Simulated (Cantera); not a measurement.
Input (Python, Cantera) and output of one run.

```python
import numpy as np
import cantera as ct

gas_names = """
    H H2 Si SiH SiH2 SiH3 SiH4 Si2 Si3
""".split()
cond_names = """
    Si(cr) Si(L)
""".split()


# ... load() reads the species with a 1 bar reference pressure and builds the phases ...
atoms = {
    'SiH4': {'Si': 1, 'H': 4},
    'H2': {'H': 2},
}
top_T = {}  # K; cautious upper limits of use, not melting points


# ... equilibrate(T, P, feed) seeds the gas with the atoms and calls Mixture.equilibrate('TP', solver="vcs", rtol=1e-11, max_steps=5000) ...
results = []
feed = {'SiH4': 1, 'H2': 1200}  # mol
P = 63000  # Pa
for T in [1850, 1925, 2000, 2075, 2150, 2225, 2300]:
    mix = equilibrate(T, P, feed)
    results.append((T, P, feed, dict(zip(mix.species_names, mix.species_moles))))

top = {s: max(r[3][s] / sum(r[3][g] for g in gas_names) for r in results) for s in gas_names}
cols = sorted((s for s in top if top[s] > 1e-06), key=lambda s: -top[s])[:5]
seen = [c for c in cond_names if any(r[3].get(c, 0) > 1e-12 for r in results)]
print("log10 of partial pressures in bar; condensed amounts in mol")
print(f"{'T/K':>10s}" + "".join(f"{s[:9]:>10s}" for s in cols + seen))
for T, P, feed, n in results:
    ng = sum(n[g] for g in gas_names)
    print(f"{T:10.4g}" + "".join(f"{np.log10(max(n[s] / ng * P / 1e5, 1e-99)):10.3f}" for s in cols)
          + "".join(f"{n.get(c, 0):10.4g}" for c in seen))
```

Result:

```
log10 of partial pressures in bar; condensed amounts in mol
       T/K        H2         H        Si      SiH2       SiH     Si(L)
      1850    -0.201    -3.369    -5.191    -4.576    -5.295    0.9261
      1925    -0.201    -3.120    -4.759    -4.368    -4.949    0.8617
      2000    -0.202    -2.890    -4.361    -4.176    -4.630    0.7412
      2075    -0.202    -2.676    -3.992    -3.998    -4.335    0.5173
      2150    -0.203    -2.477    -3.649    -3.833    -4.061    0.1055
      2225    -0.205    -2.291    -3.539    -3.890    -4.016         0
      2300    -0.206    -2.117    -3.492    -3.999    -4.030         0
```

These are equilibrium values from Cantera (NASA tables, ideal gas, pure condensed phases), not measurements of a reactor. Gases not in the tables: Si2H6 and higher silanes.
